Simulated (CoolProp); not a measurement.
Vapour-liquid equilibrium of n-octane (1) + n-dodecane (2) at 501.3 K; x and y are mole fractions of (1).

The numbers come from the multi-fluid Helmholtz-energy mixture model, Beckmüller 2019 and Lemmon 2004; pair parameters Bell 2016 in CoolProp.

| x | bubble pressure, mixture model (bar) | bubble pressure, Raoult's law (bar) | y, mixture model | y, Raoult's law |
|---|---|---|---|---|
| 0.05 | 1.623 | 1.720 | 0.204 | 0.264 |
| 0.2 | 2.552 | 2.880 | 0.549 | 0.630 |
| 0.35 | 3.569 | 4.041 | 0.723 | 0.786 |
| 0.5 | 4.677 | 5.201 | 0.827 | 0.872 |
| 0.65 | 5.878 | 6.362 | 0.897 | 0.927 |
| 0.8 | 7.172 | 7.523 | 0.948 | 0.965 |
| 0.95 | 8.574 | 8.683 | 0.988 | 0.992 |

The largest gap from Raoult's law is -11.7 % in bubble pressure, at x = 0.35. No azeotrope shows between x = 0.05 and 0.95.

The pair parameters rest on a limited set of measurements; away from them the model extrapolates.
